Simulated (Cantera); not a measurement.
Mixture: CO : H2 : CH4 : O2 : N2 = 1 : 1.3 : 0.045 : 1.72 : 6.48 (molar parts), at 1650 Torr, adiabatic and at constant pressure. Ignition delay is the time to a rise of 400 K.

Computed with Cantera and GRI-Mech 3.0 (53 species, 325 reactions). Where the delays flatten at high temperature, the 400 K rule measures the pace of heat release, not the induction time.

Problem. Predict: delay at 1423 K; delay at 1498 K; delay at 1573 K; delay at 1648 K; delay at 1723 K.

Solution. 
- delay at 1423 K: 12.3 µs
- delay at 1498 K: 10.5 µs
- delay at 1573 K: 9.34 µs
- delay at 1648 K: 8.69 µs
- delay at 1723 K: 8.39 µs
